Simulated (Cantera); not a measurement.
Cantera with NASA thermochemical tables; ideal gases at 1 bar, condensed phases pure. Values are per mole of reaction as written; species without (g) are pure solids or liquids, kept so even where they would boil at 1 bar.

Q: Between 1225 and 1725 K, where is each reaction favourable under standard conditions?
- Ti4O7 → O(g) + 2 Ti2O3

A: 
- Ti4O7 → O(g) + 2 Ti2O3: ΔG° is 450 kJ at 1225 K and 374 kJ at 1725 K; it stays positive (K < 1). ΔH° is 640 kJ and ΔS° 154 J/K at 1725 K.
